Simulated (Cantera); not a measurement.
Input: 1 mol SiO2, 2300 mol H2, at 0.100 bar.

Method: chemical equilibrium by Gibbs-energy minimisation in Cantera with the NASA 1993 tables (ideal gas, pure condensed phases). Candidate condensed phases: H2O, Si, SiO2; 18 gas species. The tables hold silica as quartz up to 1696 K and as liquid above; real silica turns to tridymite and cristobalite and melts near 1996 K. The numbers say what is thermodynamically allowed, not how fast it happens. All values below are at 1450 K.

Base state: H2 1.000, H2O 6.19e-5, SiO 6.19e-5, H 2.99e-5 (mole fractions); condensed: SiO2(β-quartz).

Problem. What changes in the equilibrium state with this change: SiO2 replaced by V2O5?

Solution. 
```csv
species,before,after
H2,1.000,0.999
H2O,6.19e-5,0.00130
H,2.99e-5,2.99e-5
SiO,6.19e-5,0
"SiO2(β-quartz), mol",0.858,0
"VO(s), mol",0,2.00
```
VO: taken at fixed stoichiometry. Further candidate phases: V, VO, V2O3, V2O4, V2O5.
